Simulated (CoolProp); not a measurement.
A simple Rankine cycle with R152A: condensing at 324.15 K, boiler at 3.11 MPa, turbine inlet 382.1 K, turbine efficiency 0.9, pump efficiency 0.8, no recuperator. Each further row changes one setting.

The numbers come from the reference Helmholtz-energy equation of state, Outcalt 1996 in CoolProp. It is a modified Benedict-Webb-Rubin equation, recast in Helmholtz form.

| case | thermal efficiency (%) | net work (kJ/kg) | heat in (kJ/kg) | turbine exit temperature (K) | volume ratio over the turbine |
|---|---|---|---|---|---|
| as stated | 8.9 | 25.0 | 280 | 331.8 | 2.70 |
| turbine inlet 402.1 K | 9.2 | 29.3 | 317 | 354.8 | 2.61 |
| condensing temperature 316.15 K | 10.4 | 30.8 | 295 | 322.5 | 3.30 |
| boiler pressure 2.18 MPa | 6.1 | 18.6 | 305 | 353.7 | 1.81 |
| turbine efficiency 0.8 | 7.8 | 21.9 | 280 | 334.0 | 2.73 |
